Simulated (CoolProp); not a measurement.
The numbers come from the reference Helmholtz-energy equation of state, Lemmon 2006 in CoolProp. It is a short technical equation, of lower accuracy than the large ones.

Q: Give the vapour pressure (kPa), liquid density (kg/m³), vapour density (kg/m³), liquid conductivity (mW/(m K)) of saturated C3F8 (R218) at 13.75 °C.

A: 
| T (°C) | p (kPa) | liquid density (kg/m³) | vapour density (kg/m³) | liquid conductivity (mW/(m K)) |
|---|---|---|---|---|
| 13.75 | 633 | 1390 | 61.2 | 48.2 |

Thermal conductivity comes from a separate model (Huber 2003), an estimate that may be off by 10 % or more.
